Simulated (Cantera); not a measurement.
A closed system holds: 1 mol SiH₄, 1 mol N₂O, at 750 Torr.

Method: chemical equilibrium by Gibbs-energy minimisation in Cantera with the NASA 1993 tables (ideal gas, pure condensed phases). Candidate condensed phases: H₂O, Si, SiO₂, Si₂N₂O, Si₃N₄; 35 gas species. Kinetics and transport are ignored.

Q: Which condensed phases are stable at each of these points (T (°C)): 552, 577, 602, 627, 652, 677, 702, 727?

A: 
```csv
T (°C),condensed phases,Si condensed (%)
552,SiO₂(α-quartz) + Si₂N₂O(s),100.0
577,SiO₂(β-quartz) + Si₂N₂O(s),100.0
602,SiO₂(β-quartz) + Si₂N₂O(s),100.0
627,SiO₂(β-quartz) + Si₂N₂O(s),100.0
652,SiO₂(β-quartz) + Si₂N₂O(s),100.0
677,SiO₂(β-quartz) + Si₂N₂O(s),100.0
702,SiO₂(β-quartz) + Si₂N₂O(s),100.0
727,SiO₂(β-quartz) + Si₂N₂O(s),100.0
```

At 552 °C the condensed part is SiO₂(α-quartz) + Si₂N₂O(s). From 577 °C to 727 °C the condensed part is SiO₂(β-quartz) + Si₂N₂O(s).
